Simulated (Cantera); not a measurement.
A closed system holds: 1 mol SiO₂, 2.4 mol H₂, 0.053 mol H₂O, at 898 K and 75.0 Torr.

Cantera equilibrium calculation (NASA polynomials, part measured and part estimated; ideal gas, pure solids and liquids). Candidate condensed phases: H₂O, Si, SiO₂; 18 gas species. Equilibrium is a limit: real reactors are often held back by kinetics, nucleation or transport.

Base state: H₂ 0.978, H₂O 0.0216 (mole fractions); condensed: SiO₂(β-quartz).

Q: What changes in the equilibrium state with this change: SiO₂ replaced by Nb₂O₅?

A: 
| species | before | after |
|---|---|---|
| H₂ | 0.978 | 0.978 |
| H₂O | 0.0216 | 0.0216 |
| SiO₂(β-quartz), mol | 1.00 | 0 |
| Nb₂O₅(s), mol | 0 | 1.00 |
Condensed phases not in the tables: the oxides between NbO₂ and Nb₂O₅. Further candidate phases: Nb, NbO, NbO₂, Nb₂O₅.
